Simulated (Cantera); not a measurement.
A perfectly stirred reactor is fed with C2H6 : N2 = 1 : 77 (molar parts), at 100000 Pa; it is held at 1125 K, and followed from long to short residence time.

Model: GRI-Mech 3.0 (53 species, 325 reactions), integrated in Cantera. GRI-Mech 3.0 stops at C3 and has no aromatics, soot or wall deposition, so with more carbon than oxygen in the feed, carbon stays in small species such as C2H2 where larger ones or solid carbon would form.

**Question.** Predict: x(C2H6) at τ = 0.410 s; x(CH3) at τ = 0.410 s; x(H2) at τ = 0.410 s; x(CH4) at τ = 0.410 s; x(C2H4) at τ = 0.410 s; x(C2H6) at τ = 16.0 ms; x(CH3) at τ = 16.0 ms; x(H2) at τ = 16.0 ms; x(CH4) at τ = 16.0 ms; x(C2H4) at τ = 16.0 ms.

**Answer.** 
```
Item                      Result
----------------------  --------
x(C2H6) at τ = 0.410 s   0.00277
x(CH3) at τ = 0.410 s    9.75e-7
x(H2) at τ = 0.410 s      0.0110
x(CH4) at τ = 0.410 s   0.000860
x(C2H4) at τ = 0.410 s   0.00755
x(C2H6) at τ = 16.0 ms    0.0114
x(CH3) at τ = 16.0 ms    2.39e-6
x(H2) at τ = 16.0 ms     0.00135
x(CH4) at τ = 16.0 ms    7.09e-5
x(C2H4) at τ = 16.0 ms   0.00134
```
